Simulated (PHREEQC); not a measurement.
**Spent oxide etchant**

Consider water at 25 °C with 0.17 mol/kgw NH4HF2, 0.00013 mol/kgw H2SiF6 and 0.076 mol/kgw HBF4. Closed to the air; pH follows from the charge balance.

Computed with PHREEQC (ion-association model, phreeqc.dat).

Precipitation was switched off in this run.

Question: Predict the pH.

Answer: pH 2.46.

Question: In which forms is F present?

Answer: BF4- 47 %, HF 31 %, HF2- 13 %, F- 8.6 % of the F.

Complexes and solids missing from the database can't appear. SiF6-2 is the database's only silicon fluoride. Real BF4- forms and hydrolyses slowly; the run takes it at equilibrium.
